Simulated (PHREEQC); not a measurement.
2.9 g of hydrous ferric oxide (600 m²/g; 0.2 weak and 0.005 strong sites per Fe, Dzombak-Morel constants, diffuse double layer) in 1 kg of water with 0.01 mol/kgw of an inert sodium salt and 0.0026 mol/kgw Na2SeO4, at 25 °C; the pH is set by adding NaOH or the inert anion's acid. O2 is buffered at 0.21 atm. No CO2 enters from the air. Precipitation was switched off in this run.

The series has 17 steps of pH, from 3 to 11.

Model: ion-association model, wateq4f.dat, run in PHREEQC.

Problem. Near which pH is half of the Se sorbed, and on which side is more sorbed?

Solution. Near pH 6.4, with more sorbed at lower pH.

The oxide is taken as insoluble; below pH 4 it would dissolve.
